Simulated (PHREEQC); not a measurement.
## Nickel, zinc or cadmium bath: an equilibrium model

Consider water at 25 °C with 0.0024 mol/kgw CdSO4, 0.0038 mol/kgw H3BO3 and 0.11 mol/kgw HCl. Closed to the air; pH follows from the charge balance.

All values are PHREEQC results (ion-association model, phreeqc.dat), not measurements.

| Property | Result |
|---|---|
| pH | 1.05 |
| ionic strength | 0.111 mol/kgw |
| specific conductance | 38200 µS/cm |
| density | 1.000 g/cm³ |
| total alkalinity | -110 meq/kg |

| species | molality | activity | log γ |
|---|---|---|---|
| H+ | 0.108 | 0.0887 | -0.086 |
| Cl- | 0.108 | 0.0816 | -0.120 |
| H3BO3 | 0.00380 | 0.00390 | 0.011 |
| HSO4- | 0.00191 | 0.00148 | -0.111 |
| CdCl+ | 0.00154 | 0.00120 | -0.111 |
| SO4-2 | 0.000478 | 0.000172 | -0.444 |
| Cd+2 | 0.000425 | 0.000153 | -0.442 |
| CdCl2 | 0.000397 | 0.000407 | 0.011 |

No solid was allowed to form.
